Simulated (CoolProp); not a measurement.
Vapour-liquid equilibrium of CF4 (R14) (1) + CHF3 (R23) (2) at 0.169 MPa; x and y are mole fractions of (1).

The numbers come from the multi-fluid Helmholtz-energy mixture model, Platzer 1990 and Penoncello 2003; pair parameters Bell 2016 in CoolProp. This equation is an older, rougher fit; its heat capacities, sound speeds and derivatives of the liquid may be far off and weren't checked against measurements.

```
x     bubble temperature (K)  y at the bubble point  dew temperature at overall composition x (K)  liquid density (mol/L)
----  ----------------------  ---------------------  --------------------------------------------  ----------------------
0.05              (withheld)                  0.697                                         199.5                   20.91
0.2                    159.5                  0.943                                         196.2                   21.08
0.35                   155.9                  0.961                                         192.5                   20.43
0.5                    155.3                  0.963                                         188.1                   19.67
0.65                   155.2             (withheld)                                    (withheld)              (withheld)
0.8                    154.6                  0.969                                         174.4                   18.34
0.95                   153.4                  0.988                                         158.1                   17.86
```

Q: What belongs in the gaps?

A: 
- 0.05, bubble temperature (K): 180.3
- 0.65, y at the bubble point: 0.964
- 0.65, dew temperature at overall composition x (K): 182.5
- 0.65, liquid density (mol/L): 18.95

No azeotrope shows between x = 0.05 and 0.95.

The pair parameters rest on a limited set of measurements; away from them the model extrapolates. With so large a gap from Raoult's law the liquid may split in two, which this calculation doesn't test in full.
